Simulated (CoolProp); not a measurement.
Toluene along the isobar 226 bar: Z from the reference equation and from simpler models built on Tc = 591.7 K, pc = 41.26 bar, ω = 0.266; each cubic takes its own stable root.

Values from CoolProp's reference Helmholtz-energy equation of state, Lemmon 2006. It is a short technical equation, of lower accuracy than the large ones.

```tsv
T (K)	phase	reference
350.1	liquid	0.8569
374.6	liquid	0.8214
399.2	liquid	0.7913
423.7	liquid	0.7661
448.2	liquid	0.7452
472.8	liquid	0.7281
497.3	liquid	0.7145
521.9	liquid	0.7042
546.4	liquid	0.6971
570.9	liquid	0.6931
595.5	supercritical	0.6922
620	supercritical	0.6942
```

**Question.** How far does each simpler model (Redlich-Kwong, Soave-Redlich-Kwong) lie from the reference over these 12 states: mean and median of the absolute difference, and the worst?

**Answer.** 
- Redlich-Kwong: mean 11.2 %, median 11.3 %, worst +12.8 % at 350.1 K and 226 bar
- Soave-Redlich-Kwong: mean 9.7 %, median 9.6 %, worst +10.6 % at 350.1 K and 226 bar
